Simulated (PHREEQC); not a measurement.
## Phosphoric acid bath: speciation

A solution holds 74 mmol/kgw H3PO4 and 0.62 mmol/kgw H2SO4, at 25 °C. Closed to the air; pH follows from the charge balance.

Model: ion-association model, phreeqc.dat, run in PHREEQC.

Each row changes one thing in this solution. This is a speciation only: nothing precipitates in the calculation.

| case | pH | ionic strength (mol/kgw) | H2PO4- (mol/kgw) | HPO4-2 (mol/kgw) |
|---|---|---|---|---|
| as made | 1.71 | 0.0224 | 0.0212 | 1.03e-7 |
| H3PO4 from 0.074 to 0.148 mol/kgw | [?] | 0.0334 | 0.0323 | [?] |
| H2SO4 left out | 1.72 | 0.0215 | 0.0215 | 1.06e-7 |
| H3PO4 replaced by Na3PO4 at the same molality | 11.98 | 0.409 | 8.07e-8 | [?] |
| H3PO4 from 0.074 to 0.0814 mol/kgw | 1.69 | 0.0236 | 0.0225 | [?] |

**Question.** What belongs in the gaps?

**Answer.** 
- H3PO4 from 0.074 to 0.148 mol/kgw, pH: 1.54
- H3PO4 from 0.074 to 0.148 mol/kgw, HPO4-2 (mol/kgw): 1.14e-7
- H3PO4 replaced by Na3PO4 at the same molality, HPO4-2 (mol/kgw): 0.0147
- H3PO4 from 0.074 to 0.0814 mol/kgw, HPO4-2 (mol/kgw): 1.04e-7

Complexes and solids missing from the database can't appear.
